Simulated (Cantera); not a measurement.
## N2O furnace oxynitridation

A perfectly stirred reactor is fed with N₂O : O₂ = 1 : 0.4 (molar parts), at 110000 Pa; it is held at 1148 K, and followed from long to short residence time.

Computed with Cantera and GRI-Mech 3.0 (53 species, 325 reactions). GRI-Mech 3.0 was tuned for natural gas; its chemistry of N2O as a main component is partial and can be far from experiment. The mechanism lacks the step 2 NO + O2 → 2 NO2, which can matter for NO2 below about 1400 K. The temperature is held fixed by assumption; the heat of reaction is taken as removed at once.

```csv
τ (s),x N₂O,x O₂,x NO,x N₂,x O,x NO₂
9.7,0.217,0.406,0.0214,0.355,3.93e-7,0.000298
2.5,0.426,0.354,0.0153,0.204,5.57e-7,0.000210
0.62,0.604,0.311,0.00649,0.0779,6.71e-7,8.55e-5
0.16,0.681,0.293,0.00202,0.0233,7.16e-7,2.37e-5
0.040,0.706,0.288,0.000534,0.00610,7.29e-7,4.37e-6
0.010,0.712,0.286,0.000136,0.00154,7.32e-7,5.02e-7
0.0026,0.714,0.286,3.54e-5,0.000401,7.30e-7,4.24e-8
```
x: mole fraction; the columns are a selection and need not sum to one.
